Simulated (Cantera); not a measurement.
A perfectly stirred reactor is fed with 5.03 % H₂, 95.0 % O₂, equivalence ratio 0.026, at 0.0290 bar; it is held at 1425 K, and followed from long to short residence time.

Model: GRI-Mech 3.0 (53 species, 325 reactions), integrated in Cantera. Radical loss at walls, strong at low pressure, is not modelled. The temperature is held fixed by assumption; the heat of reaction is taken as removed at once.

x: mole fraction; the columns are a selection and need not sum to one.

| τ (s) | x H₂ | x O₂ | x H₂O | x HO₂ | x O | x OH |
|---|---|---|---|---|---|---|
| 0.48 | 0.000126 | 0.944 | 0.0502 | 1.32e-6 | 0.00360 | 0.00210 |
| 0.19 | 0.000219 | 0.941 | 0.0496 | 1.84e-6 | 0.00637 | 0.00279 |
| 0.073 | 0.000376 | 0.936 | 0.0486 | 2.44e-6 | 0.0109 | 0.00365 |
| 0.028 | 0.000617 | 0.928 | 0.0472 | 3.01e-6 | 0.0174 | 0.00459 |
| 0.011 | 0.000962 | 0.921 | 0.0455 | 3.45e-6 | 0.0242 | 0.00546 |
| 0.0043 | … | 0.915 | 0.0437 | 3.76e-6 | 0.0294 | … |
| 0.0017 | … | 0.912 | 0.0416 | 3.99e-6 | 0.0314 | … |
| 0.00065 | 0.00514 | 0.913 | 0.0381 | 4.18e-6 | 0.0298 | 0.00805 |

**Question.** Fill in the missing entries.

**Answer.** 
- 0.0043, x H₂: 0.00152
- 0.0043, x OH: 0.00624
- 0.0017, x H₂: 0.00261
- 0.0017, x OH: 0.00703
